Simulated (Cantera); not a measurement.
Input: 1 mol SiHCl₃, 22 mol N₂, held at 0.490 bar.

These are equilibrium values from Cantera (NASA tables, ideal gas, pure condensed phases), not measurements of a reactor. Candidate condensed phases: NH₄Cl, Si, Si₃N₄; 28 gas species. N₂ is the only nitrogen source here; it is nearly inert below about 1500 K, so the nitride shown seldom forms there in practice. Kinetics and transport are ignored.

What share of the Si ends up in condensed phases as a function of T (K), at 975, 1050, 1125, 1200, 1275, 1350, 1425, 1500, 1575, 1650, 1725?


```csv
T (K),Si condensed (%),as
975,45.2,Si₃N₄(s)
1050,45.6,Si₃N₄(s)
1125,45.9,Si₃N₄(s)
1200,46.1,Si₃N₄(s)
1275,46.0,Si₃N₄(s)
1350,45.5,Si₃N₄(s)
1425,43.8,Si₃N₄(s)
1500,39.9,Si₃N₄(s)
1575,32.1,Si₃N₄(s)
1650,20.2,Si₃N₄(s)
1725,7.0,Si₃N₄(s)
```
